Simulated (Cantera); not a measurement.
A Cantera script and what it prints.

```python
import numpy as np
import cantera as ct

gas_names = """
    B BH BH2 BH3 BN B2 H H2 N NH NH2 NH3 N2 N2H2 N2H4
""".split()
cond_names = """
    B(b) B(L) BN(s)
""".split()


# ... load() reads the species with a 1 bar reference pressure and builds the phases ...
atoms = {
    'B2H6': {'B': 2, 'H': 6},
    'NH3': {'N': 1, 'H': 3},
    'H2': {'H': 2},
}
top_T = {'BN(s)': 3200}  # K; cautious upper limits of use, not melting points


# ... equilibrate(T, P, feed) seeds the gas with the atoms and calls Mixture.equilibrate('TP', solver="vcs", rtol=1e-11, max_steps=5000) ...
results = []
feed = {'B2H6': 1, 'NH3': 1.1, 'H2': 0.61}  # mol
T = 1375  # K
P = 1333.22  # Pa
mix = equilibrate(T, P, feed)
results.append((T, P, feed, dict(zip(mix.species_names, mix.species_moles))))
x = sorted(zip(gas.X, gas.species_names), reverse=True)
print(f"T = {T:g} K  P = {P:g} Pa  gas = {mix.phase_moles(0):.4g} mol")
print("   x: " + "  ".join(f"{s} {v:.3e}" for v, s in x if v > 0.0001))
print("   condensed (mol): " + ("  ".join(f"{mix.phase(i).name} {mix.phase_moles(i):.4g}"
      for i in range(1, mix.n_phases) if mix.phase_moles(i) > 1e-12) or "none"))
```

Output:

```
T = 1375 K  P = 1333.22 Pa  gas = 5.26 mol
   x: H2 1.000e+00
   condensed (mol): B(b) 0.9  BN(s) 1.1
```

Method: chemical equilibrium by Gibbs-energy minimisation in Cantera with the NASA 1993 tables (ideal gas, pure condensed phases). The feed counts by its element totals alone. Mutual solubility and eutectic melting of coexisting phases are not modelled.
